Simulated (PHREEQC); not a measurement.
Make-up at 20 °C: 0.0082 mol/kgw HF, 0.0093 mol/kgw NH4HF2 and 0.0035 mol/kgw H2SiF6. Closed to the air; pH follows from the charge balance.

Computed with PHREEQC (ion-association model, wateq4f.dat).

This is a speciation only: nothing precipitates in the calculation.

### Question
Estimate the pH, ionic strength.

### Answer
pH 2.53; ionic strength 0.0161 mol/kgw.

### Question
In which forms is F present?

### Answer
SiF6-2 44 %, HF 39 %, F- 11 %, H2F2 4.6 %, HF2- 1.5 % of the F.

SiF6-2 is the database's only silicon fluoride.
